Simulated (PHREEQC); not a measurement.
PHREEQC input (ion-association model, phreeqc.dat):

```
SOLUTION_MASTER_SPECIES
  Amm  AmmH+  0  AmmH  17.031  # ammonia with no redox link, constants of NH4+
SOLUTION_SPECIES
  AmmH+ = AmmH+
    -log_k 0
    -gamma 2.5 0
    -dw 1.98e-9
  AmmH+ = Amm + H+
    -log_k -9.252
    -delta_h 12.48 kcal
    -analytic 0.6322 -0.001225 -2835.76
    -dw 2.28e-9
  AmmH+ + SO4-2 = AmmHSO4-
    -log_k 1.11
PHASES
  Amm(g)
    Amm = Amm
    -log_k 1.7966
    -analytic -18.758 3.3670e-4 2.5113e3 4.8619 39.192
    -T_c 405.6
    -P_c 111.3
    -Omega 0.25
EXCHANGE_SPECIES
  AmmH+ + X- = AmmHX
    -log_k 0.6
    -gamma 2.5 0
    -delta_h -2.4
SOLUTION 0
  temp 25
  units mmol/kgw
  pH 7 charge
  Cl 4.51
  Amm 4.5
  O(0) 1 O2(g) -0.68
SOLUTION 1-40
  temp 25
  units mmol/kgw
  pH 7 charge
  Cl 10.21
  Mg 1.2
  Li 1.8
  Pb 3
  O(0) 1 O2(g) -0.68
END
EXCHANGE 1-40
  X 0.0057
  -equilibrate 1
END
SELECTED_OUTPUT 1
  -reset false
  -pH true
  -pe true
  -ionic_strength true
  -water true
  -step true
  -totals Amm Cl Li Mg Pb
  -molalities MgX2 AmmHX LiX PbX2
  -saturation_indices Pb(OH)2
PRINT
  -reset false
TRANSPORT
  -cells 40
  -shifts 198
  -lengths 0.005
  -time_step 60
  -dispersivities 0.016
  -boundary_conditions flux flux
  -correct_disp true
  -punch_cells 40
  -punch_frequency 6
END
# ... the last block is repeated for the other 33 points of pore volumes
```

Selected output (columns that matter, 20 of 34 rows; pore volumes added in front):

```
pore volumes	pH	mu	Amm	Cl	Li	Mg	Pb	m_MgX2	m_PbX2	si_Pb(OH)2
0	4.9281	0.01323	0	0.01021	0.0018	0.0012	0.003	0.00042413	0.002402	-1.1141
0.3125	4.9282	0.01322	1.6684e-06	0.010203	0.001798	0.0011991	0.0029975	0.0004241	0.002402	-1.1143
0.4625	4.9294	0.012999	5.9618e-05	0.010034	0.0017499	0.001174	0.002933	0.00042296	0.0023999	-1.1187
0.7625	4.9428	0.010887	0.00078249	0.0084878	0.0012871	0.00091461	0.0022895	0.00040714	0.0023681	-1.1747
1.0625	4.9639	0.0081627	0.0018598	0.006586	0.00069644	0.00056578	0.0014441	0.00037613	0.0022997	-1.2974
1.3625	4.9811	0.0064013	0.0026537	0.0054183	0.00032053	0.00033274	0.0008843	0.00034101	0.0022156	-1.4504
1.5125	4.9871	0.0058777	0.0029292	0.0050887	0.00021066	0.00026004	0.00070938	0.00032386	0.0021727	-1.5258
1.8125	4.9955	0.0052747	0.0033185	0.0047347	8.7973e-05	0.00016938	0.00048971	0.00029222	0.0020909	-1.6606
2.1125	5.0005	0.0049935	0.0035736	0.0045941	3.5836e-05	0.00011975	0.00036754	0.00026499	0.0020176	-1.7708
2.4125	5.0038	0.0048544	0.0037497	0.0045408	1.4425e-05	9.0156e-05	0.00029316	0.00024197	0.0019532	-1.8605
2.5625	5.005	0.0048112	0.0038177	0.0045285	9.131e-06	7.9639e-05	0.00026622	0.00023184	0.001924	-1.8994
2.8625	5.0069	0.0047521	0.0039252	0.0045167	3.6519e-06	6.386e-05	0.00022503	0.00021386	0.0018709	-1.9679
3.1625	5.0083	0.0047138	0.0040054	0.0045124	1.4599e-06	5.2686e-05	0.00019508	0.00019841	0.0018236	-2.0267
3.4625	5.0093	0.0046866	0.0040667	0.0045109	5.8424e-07	4.4423e-05	0.00017235	0.00018497	0.0017812	-2.0781
3.6125	5.0098	0.0046757	0.0040921	0.0045105	3.6985e-07	4.1063e-05	0.00016293	0.00017887	0.0017614	-2.1015
3.9125	5.0106	0.0046576	0.0041351	0.0045102	1.4848e-07	3.5475e-05	0.00014698	0.00016773	0.0017246	-2.1445
4.2125	5.0112	0.0046431	0.00417	0.0045101	5.9758e-08	3.103e-05	0.000134	0.00015778	0.0016907	-2.1833
4.5125	5.0117	0.0046313	0.0041987	0.00451	2.4115e-08	2.742e-05	0.00012321	0.00014883	0.0016593	-2.2186
4.6625	5.0119	0.0046261	0.0042113	0.00451	1.5335e-08	2.5862e-05	0.00011847	0.00014468	0.0016444	-2.2351
4.9625	5.0123	0.0046169	0.0042336	0.00451	6.213e-09	2.3138e-05	0.00011007	0.00013693	0.0016161	-2.2661
```
